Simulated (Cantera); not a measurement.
# Stirred combustor or abatement burner

A perfectly stirred reactor is fed with CH₄ : CO : O₂ : N₂ = 1 : 0.04 : 2.24 : 5.7 (molar parts), equivalence ratio 0.90, at 1.68 atm; it is adiabatic with a 625 K inlet, and is followed from long to short residence time, starting on the burning branch (τ in s: 0.41, 0.14, 0.045, 0.015, 0.0049, 0.0016, 0.00053, 0.00017, 5.8e-05).

Detailed kinetics in Cantera: GRI-Mech 3.0 (53 species, 325 reactions).

```csv
τ (s),T (K),x CH₄,x CO,x O₂,x NO,x H₂,x HO₂,x O
0.41,2568,1.08e-7,0.0215,0.0300,0.00858,0.00745,6.43e-6,0.00269
0.14,2568,3.15e-7,0.0216,0.0301,0.00838,0.00746,6.45e-6,0.00271
0.045,2568,9.72e-7,0.0217,0.0304,0.00782,0.00749,6.50e-6,0.00274
0.015,2566,2.85e-6,0.0219,0.0312,0.00651,0.00758,6.63e-6,0.00284
0.0049,2560,8.31e-6,0.0227,0.0326,0.00427,0.00786,6.83e-6,0.00306
0.0016,2535,2.33e-5,0.0247,0.0348,0.00207,0.00866,7.08e-6,0.00356
0.00053,2473,6.05e-5,0.0290,0.0380,0.000819,0.0105,7.68e-6,0.00464
0.00017,2365,0.000158,0.0356,0.0427,0.000290,0.0136,1.03e-5,0.00653
5.8e-5,2242,0.000425,0.0432,0.0486,0.000116,0.0166,1.68e-5,0.00828
```
x: mole fraction; the columns are a selection and need not sum to one.
